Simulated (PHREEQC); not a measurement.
A solution holds 0.02 mol H2SO4, 0.069 mol CuSO4 and 0.036 mol MgCl2 per kg of water, at 25 °C. Closed to the air; pH follows from the charge balance.

All values are PHREEQC results (ion-association model, phreeqc.dat), not measurements.

This is a speciation only: nothing precipitates in the calculation.

**Question.** What pH, ionic strength does the model give?

**Answer.** pH 1.78; ionic strength 0.254 mol/kgw.

**Question.** In which forms is Mg present?

**Answer.** Mg+2 61 %, MgSO4 39 % of the Mg.

Complexes and solids missing from the database can't appear.
